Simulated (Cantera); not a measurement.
A closed system holds: 1 mol Cu₂O, 0.87 mol CH₄, 2.2 mol H₂, equilibrated at 1950 °C.

These are equilibrium values from Cantera (NASA tables, ideal gas, pure condensed phases), not measurements of a reactor. Candidate condensed phases: C, C₆H₆, C₇H₈, C₈H₁₈, Cu, CuO, Cu(OH)₂, Cu₂O, H₂O; 113 gas species. Equilibrium is a limit: real reactors are often held back by kinetics, nucleation or transport.

Task: Which condensed phases are stable at each of these points (P (Pa)): 10, 68, 460, 3200, 22000, 150000, 1000000?

Result: 
| P (Pa) | condensed phases | Cu condensed (%) |
|---|---|---|
| 10 | gas only | 0.0 |
| 68 | gas only | 0.0 |
| 460 | gas only | 0.0 |
| 3200 | gas only | 0.0 |
| 22000 | Cu(l) | 64.7 |
| 150000 | Cu(l) | 95.4 |
| 1000000 | Cu(l) | 99.3 |

From 10.0 Pa to 32.0 mbar nothing is condensed. From 0.220 bar to 10.0 bar the condensed part is Cu(l).
